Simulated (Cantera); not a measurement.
Input: 1 mol PbO, 1.4 mol CO, 0.53 mol CH4, at 0.000620 bar.

Method: chemical equilibrium by Gibbs-energy minimisation in Cantera with the NASA 1993 tables (ideal gas, pure condensed phases). Candidate condensed phases: C, C6H6, C7H8, C8H18, H2O, Pb, PbO, PbO2, Pb3O4; 113 gas species. Kinetics and transport are ignored. All values below are at 1498 K.

Base state: CO 0.430, Pb 0.251, H2 0.201, H2O 0.0644, CO2 0.0534, H 0.000309, PbO 3.03e-5 (mole fractions); condensed: gas only.

What changes in the equilibrium state with this change: PbO replaced by MgO?


```json
[
 {"species": "CO", "before": "0.430", "after": "0.548"},
 {"species": "H2", "before": "0.201", "after": "0.301"},
 {"species": "Mg", "before": "0", "after": "0.151"},
 {"species": "Pb", "before": "0.251", "after": "0"},
 {"species": "CO2", "before": "0.0534", "after": "2.17e-6"},
 {"species": "H2O", "before": "0.0644", "after": "3.07e-6"},
 {"species": "PbO", "before": "3.03e-5", "after": "0"},
 {"species": "MgH", "before": "0", "after": "2.12e-5"},
 {"species": "MgO(s), mol", "before": "0", "after": "0.470"}
]
```
The tables' values for MgH are old estimates; treat these amounts as uncertain. Further candidate phases: Mg, MgCO3, MgO, Mg(OH)2.
